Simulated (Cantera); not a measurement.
A Cantera script and what it prints.

```python
import numpy as np
import cantera as ct

gas_names = """
    Cu CuF CuF2 Cu2 F F2 H HF H2 H2F2 H3F3 H4F4 H5F5 H6F6 H7F7
""".split()
cond_names = """
    Cu(cr) Cu(L) CuF2(s) CuF2(L)
""".split()


def load(file, names, dense=False):
    # The tables refer to 1 bar. Condensed volumes are neglected.
    table = {s.name: s for s in ct.Species.list_from_file(file)}
    out = []
    for n in names:
        d = dict(table[n].input_data)
        d["thermo"] = dict(d["thermo"], **{"reference-pressure": 1e5})
        if dense:
            d["equation-of-state"] = {"model": "constant-volume", "density": "1e6 g/cm^3"}
        out.append(ct.Species.from_dict(d))
    return out


gas = ct.Solution(thermo="ideal-gas", species=load("nasa_gas.yaml", gas_names))
cond = {s.name: ct.Solution(thermo="fixed-stoichiometry", species=[s], name=s.name)
        for s in load("nasa_condensed.yaml", cond_names, dense=True)}
atoms = {
    'Cu': {'Cu': 1},
    'HF': {'H': 1, 'F': 1},
    'H2': {'H': 2},
}
top_T = {}  # K; cautious upper limits of use, not melting points


def equilibrate(T, P, feed):
    n = {}
    for name, mol in feed.items():
        for a, k in atoms[name].items():
            n[a] = n.get(a, 0.0) + k * mol
    gas.TPX = T, P, n
    mass = sum(n.values()) * gas.mean_molecular_weight
    gas.equilibrate("TP")
    valid = [c for c in cond.values() if c.min_temp <= T <= top_T.get(c.name, c.max_temp)]
    mix = ct.Mixture([(gas, mass / gas.mean_molecular_weight)] + [(c, 0.0) for c in valid])
    mix.T, mix.P = T, P
    mix.equilibrate("TP", solver="vcs", rtol=1e-11, max_steps=5000)
    return mix


results = []
feed = {'Cu': 1, 'HF': 11, 'H2': 31}  # mol
P = 380  # Pa
for T in [998, 1048, 1098, 1148, 1198, 1248, 1298, 1348, 1398, 1448, 1498]:
    mix = equilibrate(T, P, feed)
    results.append((T, P, feed, dict(zip(mix.species_names, mix.species_moles))))
    x = sorted(zip(gas.X, gas.species_names), reverse=True)
    print(f"T = {T:g} K  P = {P:g} Pa  gas = {mix.phase_moles(0):.4g} mol")
    print("   x: " + "  ".join(f"{s} {v:.3e}" for v, s in x if v > 1e-06))
    print("   condensed (mol): " + ("  ".join(f"{mix.phase(i).name} {mix.phase_moles(i):.4g}"
          for i in range(1, mix.n_phases) if mix.phase_moles(i) > 1e-12) or "none"))
```

Output:

```
T = 998 K  P = 380 Pa  gas = 42 mol
   x: H2 7.381e-01  HF 2.619e-01
   condensed (mol): Cu(cr) 1
T = 1048 K  P = 380 Pa  gas = 42 mol
   x: H2 7.381e-01  HF 2.619e-01
   condensed (mol): Cu(cr) 1
T = 1098 K  P = 380 Pa  gas = 42 mol
   x: H2 7.381e-01  HF 2.619e-01
   condensed (mol): Cu(cr) 1
T = 1148 K  P = 380 Pa  gas = 42 mol
   x: H2 7.381e-01  HF 2.619e-01
   condensed (mol): Cu(cr) 1
T = 1198 K  P = 380 Pa  gas = 42 mol
   x: H2 7.381e-01  HF 2.619e-01  Cu 3.057e-06  H 2.649e-06
   condensed (mol): Cu(cr) 0.9999
T = 1248 K  P = 380 Pa  gas = 42 mol
   x: H2 7.381e-01  HF 2.619e-01  Cu 1.159e-05  H 6.509e-06  CuF 1.164e-06
   condensed (mol): Cu(cr) 0.9995
T = 1298 K  P = 380 Pa  gas = 42 mol
   x: H2 7.381e-01  HF 2.619e-01  Cu 3.960e-05  H 1.493e-05  CuF 2.992e-06
   condensed (mol): Cu(cr) 0.9982
T = 1348 K  P = 380 Pa  gas = 42.01 mol
   x: H2 7.380e-01  HF 2.619e-01  Cu 1.233e-04  H 3.224e-05  CuF 7.155e-06
   condensed (mol): Cu(cr) 0.9945
T = 1398 K  P = 380 Pa  gas = 42.02 mol
   x: H2 7.378e-01  HF 2.618e-01  Cu 3.414e-04  H 6.593e-05  CuF 1.552e-05
   condensed (mol): Cu(L) 0.985
T = 1448 K  P = 380 Pa  gas = 42.04 mol
   x: H2 7.373e-01  HF 2.616e-01  Cu 8.729e-04  H 1.284e-04  CuF 3.162e-05
   condensed (mol): Cu(L) 0.962
T = 1498 K  P = 380 Pa  gas = 42.09 mol
   x: H2 7.364e-01  HF 2.613e-01  Cu 2.092e-03  H 2.392e-04  CuF 6.128e-05
   condensed (mol): Cu(L) 0.9093
```

Method: chemical equilibrium by Gibbs-energy minimisation in Cantera with the NASA 1993 tables (ideal gas, pure condensed phases).
